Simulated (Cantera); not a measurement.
# Premixed flame

A freely propagating, adiabatic, planar premixed flame of 36.2 % H2, 10.6 % O2, 40.2 % N2, 13.0 % H2O, equivalence ratio 1.7, unburnt at 500 K and 29000 Pa; mixture-averaged transport, grid criteria slope 0.08 and curve 0.16, no radiation.

Model: the H2/O2 subset of GRI-Mech 3.0, which has no nitrogen chemistry, integrated in Cantera. Burning velocities carry a grid error of a few per cent, more on coarse grids.

| z (mm) | T (K) | u (m/s) | x H2 | x O2 | x H2O | x H | x O | x HO2 |
|---|---|---|---|---|---|---|---|---|
| -5.68 | 500 | 4.89 | 0.362 | 0.106 | 0.130 | <1e-8 | <1e-8 | <1e-8 |
| -3.79 | 500 | 4.89 | 0.362 | 0.106 | 0.130 | <1e-8 | <1e-8 | <1e-8 |
| -2.84 | 500 | 4.89 | 0.362 | 0.106 | 0.130 | <1e-8 | <1e-8 | <1e-8 |
| -1.89 | 500 | 4.89 | 0.362 | 0.106 | 0.130 | <1e-8 | <1e-8 | 1.07e-7 |
| -0.947 | 510 | 4.98 | 0.359 | 0.106 | 0.131 | 7.09e-5 | 4.08e-6 | 0.000138 |
| -0.473 | 691 | 6.62 | 0.334 | 0.102 | 0.149 | 0.00470 | 0.000141 | 0.000124 |
| 0 | 1062 | 9.90 | 0.251 | 0.0734 | 0.216 | 0.0356 | 0.00221 | 4.22e-5 |
| 0.473 | 1325 | 12.2 | 0.160 | 0.0237 | 0.312 | 0.0707 | 0.00397 | 1.11e-5 |
| 0.947 | 1440 | 13.2 | 0.135 | 0.00679 | 0.345 | 0.0760 | 0.00305 | 2.92e-6 |
| 1.89 | 1548 | 14.1 | 0.136 | 0.00301 | 0.355 | 0.0664 | 0.00243 | 1.19e-6 |
| 3.79 | 1658 | 15.0 | 0.142 | 0.00212 | 0.360 | 0.0525 | 0.00184 | 7.75e-7 |
| 7.58 | 1765 | 15.8 | 0.148 | 0.00132 | 0.366 | 0.0388 | 0.00120 | 4.70e-7 |
| 15.2 | 1860 | 16.5 | 0.153 | 0.000697 | 0.371 | 0.0268 | 0.000650 | 2.56e-7 |
x: mole fraction of selected species; z is measured from the peak of heat release.

The laminar burning velocity is 489 cm/s and the thermal thickness is 1.89 mm. The peak x(H) is 0.0765. The peak x(O) comes out as 0.00404 and the peak x(HO2) is 0.000198. The grid points comes out as 131.
